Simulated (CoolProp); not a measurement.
Vapour-liquid equilibrium of ammonia (1) + benzene (2) at 88.85 °C; x and y are mole fractions of (1).

Values from CoolProp's multi-fluid Helmholtz-energy mixture model, Gao 2020 and Thol 2012; pair parameters Bell 2016.

| x | bubble pressure, mixture model (MPa) | bubble pressure, Raoult's law (MPa) | y, mixture model | y, Raoult's law |
|---|---|---|---|---|
| 0.05 | 0.5165 | 0.3750 | 0.736 | 0.666 |
| 0.2 | 1.583 | 1.105 | 0.908 | 0.905 |
| 0.35 | 2.385 | 1.834 | 0.937 | 0.953 |
| 0.5 | 2.940 | 2.564 | 0.949 | 0.974 |
| 0.65 | 3.398 | 3.294 | 0.959 | 0.986 |
| 0.8 | 3.932 | 4.023 | 0.971 | 0.993 |
| 0.95 | 4.683 | 4.753 | 0.991 | 0.999 |

The largest gap from Raoult's law is +43.3 % in bubble pressure, at x = 0.2. No azeotrope shows between x = 0.05 and 0.95.

The pair parameters rest on a limited set of measurements; away from them the model extrapolates. The gap from Raoult's law changes sign with composition, which may be real or a fault of the pair parameters; it wasn't checked against measurements.
